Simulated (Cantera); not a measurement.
Input: 1 mol C₂H₆, 0.36 mol H₂O, at 1.30 mbar.

These are equilibrium values from Cantera (NASA tables, ideal gas, pure condensed phases), not measurements of a reactor. Candidate condensed phases: C, C₆H₆, C₇H₈, C₈H₁₈, H₂O; 110 gas species. Rates play no part. All values below are at 2075 °C.

Base state: H₂ 0.639, H 0.274, CO 0.0835, C₂H₂ (acetylene) 0.00349, C₂H 7.61e-5, C₃ 3.07e-5, C 1.38e-5 (mole fractions); condensed: C(graphite).

**Question.** What changes in the equilibrium state with this change: H₂O from 0.36 to 1.4 mol?

**Answer.** 
```tsv
species	before	after
H₂	0.639	0.535
H	0.274	0.251
CO	0.0835	0.211
C₂H₂ (acetylene)	0.00349	0.00293
C₂H	7.61e-5	6.97e-5
C(graphite), mol	1.61	0.559
```
